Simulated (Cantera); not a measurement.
Source: NASA polynomial tables (part measured, part estimated), evaluated in Cantera. Values are per mole of reaction as written; species without (g) are pure solids or liquids, kept so even where they would boil at 1 bar.

6 HI(g) + 2 N(g) → 3 I2 + 2 NH3(g)

| T (K) | ΔH° (kJ) | ΔS° (J/K) | ΔG° (kJ) | log10 K | condensed phases |
|---|---|---|---|---|---|
| 300 | -1195.4 | -812.1 | -951.7 | 165.71 | I2(s) |
| 350 | -1194.2 | -808.4 | -911.2 | 135.99 | I2(s) |
| 375 | ___ | ___ | ___ | ___ | I2(s) |
| 400 | ___ | ___ | ___ | ___ | I2(l) |
| 425 | -1142.0 | -673.9 | -855.6 | 105.16 | I2(l) |
| 450 | ___ | ___ | ___ | ___ | I2(l) |
| 475 | -1137.0 | -662.7 | -822.2 | 90.41 | I2(l) |
| 500 | -1134.5 | -657.5 | -805.7 | 84.17 | I2(l) |
| 525 | ___ | ___ | ___ | ___ | I2(l) |
| 550 | -1129.3 | -647.7 | -773.1 | 73.42 | I2(l) |
| 575 | -1126.7 | -643.0 | -756.9 | 68.76 | I2(l) |
| 600 | -1124.0 | -638.5 | -740.9 | 64.50 | I2(l) |

Problem. Complete the blanks.

Solution. 
- 375, ΔH° (kJ): -1193.3
- 375, ΔS° (J/K): -806.0
- 375, ΔG° (kJ): -891.0
- 375, log10 K: 124.11
- 400, ΔH° (kJ): -1144.5
- 400, ΔS° (J/K): -679.9
- 400, ΔG° (kJ): -872.5
- 400, log10 K: 113.94
- 450, ΔH° (kJ): -1139.5
- 450, ΔS° (J/K): -668.2
- 450, ΔG° (kJ): -838.8
- 450, log10 K: 97.37
- 525, ΔH° (kJ): -1131.9
- 525, ΔS° (J/K): -652.5
- 525, ΔG° (kJ): -789.3
- 525, log10 K: 78.53
